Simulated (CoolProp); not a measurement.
Vapour pressure (bar) of R1234ze(Z): the reference equation beside estimates from Tc = 423.3 K, pc = 35.31 bar, ω = 0.327.

Values from CoolProp's reference Helmholtz-energy equation of state, Akasaka 2019.

| T (K) | reference | Lee-Kesler | van der Waals | Redlich-Kwong | Soave-Redlich-Kwong |
|---|---|---|---|---|---|
| 324.9 | 4.111 | 4.151 | 11.15 | 6.422 | … |
| 330.2 | 4.769 | 4.818 | 12.04 | 7.240 | 4.831 |
| 335.4 | 5.491 | … | 12.95 | 8.110 | 5.570 |
| 340.6 | … | 6.357 | 13.90 | 9.050 | 6.390 |
| 345.8 | 7.180 | 7.251 | 14.90 | … | 7.298 |
| 351 | 8.158 | 8.235 | 15.95 | 11.15 | 8.300 |
| 356.2 | 9.235 | … | 17.04 | 12.31 | 9.401 |
| 361.4 | 10.41 | 10.50 | 18.17 | … | 10.61 |
| 366.6 | … | 11.79 | 19.35 | … | 11.93 |
| 371.9 | 13.14 | 13.22 | 20.60 | 16.32 | 13.39 |
| 377.1 | 14.68 | 14.75 | 21.87 | 17.82 | 14.95 |

### Question
Some entries are withheld; supply them.

### Answer

- 324.9, Soave-Redlich-Kwong: 4.158
- 335.4, Lee-Kesler: 5.548
- 340.6, reference: 6.293
- 345.8, Redlich-Kwong: 10.06
- 356.2, Lee-Kesler: 9.315
- 361.4, Redlich-Kwong: 13.56
- 366.6, reference: 11.71
- 366.6, Redlich-Kwong: 14.89

Absolute difference from the reference over all 11 rows, mean and median: Lee-Kesler 0.9 and 0.9 %, van der Waals 101.2 and 95.5 %, Redlich-Kwong 37.5 and 36.7 %, Soave-Redlich-Kwong 1.6 and 1.7 %.
